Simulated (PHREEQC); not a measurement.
# Acid rinse or clean (model solution)

Consider water at 85 °C with 0.052 mol/kgw HNO3, 0.0061 mol/kgw CaCl2 and 0.036 mol/kgw MnSO4. Closed to the air; pH follows from the charge balance.

Computed with PHREEQC (ion-association model, phreeqc.dat).

No solid was allowed to form.

Q: What pH does the model give?

A: pH 1.64.

Q: In which forms is S present?

A: HSO4- 63 %, MnSO4 19 %, SO4-2 15 %, CaSO4 1.8 %, CaHSO4+ 1.2 % of the S.

Constants without temperature data keep their 25 °C values here.
